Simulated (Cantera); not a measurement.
An isothermal, constant-pressure homogeneous reactor starts with NO : N₂ = 1 : 0.42 (molar parts), at 2050 K and 0.0267 bar. Integrator tolerance rtol = 1e-08.

Cantera simulation using GRI-Mech 3.0 (53 species, 325 reactions); the numbers are that mechanism's predictions, not measurements. Radical loss at walls, strong at low pressure, is not modelled.

Q: What does this change do: NO 1 to 0.63 parts?

A: 
```csv
quantity,before,after
x(NO) at 2.00 s,0.467 (gas-phase equilibrium 0.0102),0.417 (gas-phase equilibrium 0.00975)
x(O) at 2.00 s,0.00220 (gas-phase equilibrium 0.00352),0.00194 (gas-phase equilibrium 0.00324)
x(O₂) at 2.00 s,0.117 (gas-phase equilibrium 0.345),0.0900 (gas-phase equilibrium 0.293)
x(NO₂) at 2.00 s,8.79e-5 (gas-phase equilibrium 3.37e-6),6.90e-5 (gas-phase equilibrium 2.98e-6)
x(N₂O) at 2.00 s,6.09e-5 (gas-phase equilibrium 8.39e-8),5.11e-5 (gas-phase equilibrium 8.37e-8)
x(N₂) at 2.00 s,0.413 (gas-phase equilibrium 0.642),0.491 (gas-phase equilibrium 0.694)
```

Q: What does this change do: N2 0.42 to 0.22 parts?

A: 
```csv
quantity,before,after
x(NO) at 2.00 s,0.467 (gas-phase equilibrium 0.0102),0.518 (gas-phase equilibrium 0.0105)
x(O) at 2.00 s,0.00220 (gas-phase equilibrium 0.00352),0.00247 (gas-phase equilibrium 0.00380)
x(O₂) at 2.00 s,0.117 (gas-phase equilibrium 0.345),0.149 (gas-phase equilibrium 0.402)
x(NO₂) at 2.00 s,8.79e-5 (gas-phase equilibrium 3.37e-6),0.000110 (gas-phase equilibrium 3.75e-6)
x(N₂O) at 2.00 s,6.09e-5 (gas-phase equilibrium 8.39e-8),7.10e-5 (gas-phase equilibrium 8.24e-8)
x(N₂) at 2.00 s,0.413 (gas-phase equilibrium 0.642),0.331 (gas-phase equilibrium 0.584)
```
